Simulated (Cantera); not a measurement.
Input: 1 mol AlCl3, 5.2 mol N2O, 10 mol N2, equilibrated at 90.0 Pa.

Cantera equilibrium calculation (NASA polynomials, part measured and part estimated; ideal gas, pure solids and liquids). Candidate condensed phases: Al, AlCl3, AlN, Al2O3; 24 gas species. Kinetics and transport are ignored.

At 1673 K, list the 6 most abundant gas species with their mole fractions, and the condensed phases.

N2 0.758, Cl 0.148, O2 0.0913, NO 0.00169, Cl2 0.000715, O 0.000337. Condensed: Al2O3(s).
